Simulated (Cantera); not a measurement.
## NO annealing gas

An isothermal, constant-pressure homogeneous reactor starts with 13.7 % NO, 86.3 % N₂, at 1875 K and 1.90 bar.

Detailed kinetics in Cantera: GRI-Mech 3.0 (53 species, 325 reactions).

```
t (s)        x NO      x O₂   x N₂      x O    x NO₂
--------  -------  --------  -----  -------  -------
0.000400    0.137   1.40e-7  0.863  1.62e-6  6.33e-6
0.00101     0.137   1.65e-6  0.863  3.98e-6  1.81e-5
0.00256     0.137   1.72e-5  0.863  7.24e-6  3.49e-5
0.00649     0.137   8.23e-5  0.863  8.08e-6  3.93e-5
0.0164      0.136  0.000253  0.863  8.40e-6  4.08e-5
0.0416      0.136  0.000684  0.864  9.15e-6  4.43e-5
0.105       0.133   0.00177  0.865  1.08e-5  5.17e-5
0.266       0.128   0.00445  0.868  1.41e-5  6.51e-5
0.674       0.115    0.0107  0.874  1.96e-5  8.26e-5
1.71       0.0900    0.0234  0.886  2.77e-5  9.13e-5
4.32       0.0524    0.0422  0.905  3.64e-5  7.03e-5
10.9       0.0193    0.0588  0.922  4.27e-5  3.04e-5
27.7      0.00539    0.0658  0.929  4.50e-5  8.97e-6
70.0      0.00331    0.0668  0.930  4.54e-5  5.54e-6
```
x: mole fraction; the columns are a selection and need not sum to one.

Equilibrium at this temperature and pressure: NO 0.00327, O₂ 0.0668, N₂ 0.930, O 4.54e-5, NO₂ 5.47e-6 (gas phase only).
